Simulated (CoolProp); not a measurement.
Vapour-liquid equilibrium of cyclohexane (1) + dimethyl carbonate (2) at 31.95 °C; x and y are mole fractions of (1).

The numbers come from the multi-fluid Helmholtz-energy mixture model, Zhou 2014 and Zhou 2011; pair parameters Bell 2016 in CoolProp.

Q: Give the bubble pressure and the first vapour's composition at x = 0.05, 0.2, 0.8. Is there an azeotrope?

A: x = 0.05: 0.01419 MPa, y = 0.308; x = 0.2: 0.02011 MPa, y = 0.561; x = 0.8: 0.02203 MPa, y = 0.696. y crosses x between x = 0.65 and 0.8: the model has an azeotrope there.

The pair parameters rest on a limited set of measurements; away from them the model extrapolates. With so large a gap from Raoult's law the liquid may split in two, which this calculation doesn't test in full.
